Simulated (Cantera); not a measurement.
**Ignition delay**

Mixture: 5.57 % CH4, 1.50 % C2H6, 3.12 % C3H8, 21.3 % O2, 68.5 % N2, equivalence ratio 1.5, at 0.370 bar, adiabatic and at constant volume. Ignition delay is the time to a rise of 400 K.

Computed with Cantera and GRI-Mech 3.0 (53 species, 325 reactions). GRI-Mech 3.0 was tuned for natural gas; its chemistry of propane as a main component is partial and can be far from experiment.

| T0 (K) | delay (ms) |
|---|---|
| 1175 | 7.62 |
| 1250 | 2.32 |
| 1325 | 0.843 |
| 1400 | 0.363 |
| 1475 | 0.182 |
| 1550 | 0.104 |

```json
{
 "apparent activation energy between 1400 and 1550 K": "150 kJ/mol"
}
```
